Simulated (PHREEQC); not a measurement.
Model water analysis in mg/kgw, 25 °C, pH 2.16, pe 12:

```json
[
 {"constituent": "Na", "mg/kgw": "85.3"},
 {"constituent": "K", "mg/kgw": "2.44"},
 {"constituent": "Ca", "mg/kgw": "67.6"},
 {"constituent": "Mg", "mg/kgw": "30.2"},
 {"constituent": "Cl", "mg/kgw": "95.9"},
 {"constituent": "S(6) as SO4", "mg/kgw": "986"},
 {"constituent": "Cu(2)", "mg/kgw": "1.57"},
 {"constituent": "Si as SiO2", "mg/kgw": "0.492"}
]
```

Valence states are taken as typed.

Model: ion-association model, phreeqc.dat, run in PHREEQC.

No solid was allowed to form.

Problem. What ionic strength does the model give?

Solution. ionic strength 0.0258 mol/kgw.

Problem. In which forms is K present?

Solution. K+ 98 %, KSO4- 2.4 % of the K.
